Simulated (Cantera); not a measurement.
What does this Cantera script print?

```python
import numpy as np
import cantera as ct

gas_names = [...]  # 77 gases of nasa_gas.yaml made of C, H, Ti
cond_names = """
    C(gr) C6H6(L) C7H8(L) C8H18(L),n-octa Ti(a) Ti(b) Ti(L) TiC(s) TiC(L)
""".split()


# ... load() reads the species with a 1 bar reference pressure and builds the phases ...
atoms = {
    'TiC': {'Ti': 1, 'C': 1},
    'C': {'C': 1},
    'H2': {'H': 2},
}
top_T = {'C(gr)': 4500}  # K; cautious upper limits of use, not melting points


# ... equilibrate(T, P, feed) seeds the gas with the atoms and calls Mixture.equilibrate('TP', solver="vcs", rtol=1e-11, max_steps=5000) ...
results = []
feed = {'TiC': 1, 'C': 0.073, 'H2': 0.13}  # mol
P = 5.8  # Pa
for T in [2023, 2073, 2123, 2173, 2223, 2273, 2323, 2373, 2423, 2473, 2523, 2573]:
    mix = equilibrate(T, P, feed)
    results.append((T, P, feed, dict(zip(mix.species_names, mix.species_moles))))
    x = sorted(zip(gas.X, gas.species_names), reverse=True)
    print(f"T = {T:g} K  P = {P:g} Pa  gas = {mix.phase_moles(0):.4g} mol")
    print("   x: " + "  ".join(f"{s} {v:.3e}" for v, s in x if v > 1e-05))
    print("   condensed (mol): " + ("  ".join(f"{mix.phase(i).name} {mix.phase_moles(i):.4g}"
          for i in range(1, mix.n_phases) if mix.phase_moles(i) > 1e-12) or "none"))
```

It prints:

```
T = 2023 K  P = 5.8 Pa  gas = 0.1461 mol
   x: H2 7.792e-01  H 2.201e-01  C2H2,acetylene 6.960e-04  Ti 2.042e-05
   condensed (mol): C(gr) 0.0728  TiC(s) 1
T = 2073 K  P = 5.8 Pa  gas = 0.1521 mol
   x: H2 7.084e-01  H 2.907e-01  C2H2,acetylene 8.682e-04  Ti 5.135e-05
   condensed (mol): C(gr) 0.07274  TiC(s) 1
T = 2123 K  P = 5.8 Pa  gas = 0.1598 mol
   x: H2 6.261e-01  H 3.727e-01  C2H2,acetylene 1.037e-03  Ti 1.236e-04  C2H 1.712e-05
   condensed (mol): C(gr) 0.07268  TiC(s) 1
T = 2173 K  P = 5.8 Pa  gas = 0.1693 mol
   x: H2 5.350e-01  H 4.635e-01  C2H2,acetylene 1.181e-03  Ti 2.855e-04  C2H 3.283e-05  C3 2.394e-05  C 1.619e-05
   condensed (mol): C(gr) 0.07262  TiC(s) 1
T = 2223 K  P = 5.8 Pa  gas = 0.1805 mol
   x: H 5.579e-01  H2 4.400e-01  C2H2,acetylene 1.277e-03  Ti 6.347e-04  C3 6.604e-05  C2H 5.975e-05  C 3.947e-05
   condensed (mol): C(gr) 0.07259  TiC(s) 0.9999
T = 2273 K  P = 5.8 Pa  gas = 0.1931 mol
   x: H 6.498e-01  H2 3.471e-01  Ti 1.361e-03  C2H2,acetylene 1.309e-03  C3 1.740e-04  C2H 1.033e-04  C 9.249e-05  C2 1.538e-05
   condensed (mol): C(gr) 0.07259  TiC(s) 0.9997
T = 2323 K  P = 5.8 Pa  gas = 0.2063 mol
   x: H 7.326e-01  H2 2.625e-01  Ti 2.824e-03  C2H2,acetylene 1.271e-03  C3 4.392e-04  C 2.089e-04  C2H 1.697e-04  C2 3.917e-05
   condensed (mol): C(gr) 0.07265  TiC(s) 0.9994
T = 2373 K  P = 5.8 Pa  gas = 0.2195 mol
   x: H 8.006e-01  H2 1.906e-01  Ti 5.678e-03  C2H2,acetylene 1.173e-03  C3 1.065e-03  C 4.557e-04  C2H 2.660e-04  C2 9.583e-05
   condensed (mol): C(gr) 0.07277  TiC(s) 0.9988
T = 2423 K  P = 5.8 Pa  gas = 0.2322 mol
   x: H 8.504e-01  H2 1.334e-01  Ti 1.109e-02  C3 2.486e-03  C2H2,acetylene 1.032e-03  C 9.624e-04  C2H 3.991e-04  C2 2.258e-04
   condensed (mol): C(gr) 0.07284  TiC(s) 0.9974
T = 2473 K  P = 5.8 Pa  gas = 0.2448 mol
   x: H 8.792e-01  H2 9.017e-02  Ti 2.105e-02  C3 5.604e-03  C 1.972e-03  C2H2,acetylene 8.694e-04  C2H 5.745e-04  C2 5.137e-04  C5 1.481e-05
   condensed (mol): C(gr) 0.07257  TiC(s) 0.9948
T = 2523 K  P = 5.8 Pa  gas = 0.2592 mol
   x: H 8.836e-01  H2 5.862e-02  Ti 3.896e-02  C3 1.222e-02  C 3.925e-03  C2 1.130e-03  C2H 7.930e-04  C2H2,acetylene 6.981e-04  C5 4.015e-05
   condensed (mol): C(gr) 0.07116  TiC(s) 0.9899
T = 2573 K  P = 5.8 Pa  gas = 0.2795 mol
   x: H 8.561e-01  Ti 7.036e-02  H2 3.603e-02  C3 2.581e-02  C 7.606e-03  C2 2.411e-03  C2H 1.042e-03  C2H2,acetylene 5.254e-04  C5 1.046e-04  C4 2.132e-05  CH 1.123e-05
   condensed (mol): C(gr) 0.0665  TiC(s) 0.9803
```

Method: chemical equilibrium by Gibbs-energy minimisation in Cantera with the NASA 1993 tables (ideal gas, pure condensed phases). TiC: taken at fixed stoichiometry.
